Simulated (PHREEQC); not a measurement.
Make-up at 25 °C: 0.02 mol NaOH, 0.0025 mol K2SiO3 and 5.7e-05 mol K3PO4 per kg of water. Closed to the air; pH follows from the charge balance.

Model: ion-association model, phreeqc.dat, run in PHREEQC.

Precipitation was switched off in this run.

Question: What pH, ionic strength does the model give?

Answer: pH 12.27; ionic strength 0.0257 mol/kgw.

Question: In which forms is Si present?

Answer: H3SiO4- 83 %, H2SiO4-2 16 % of the Si.
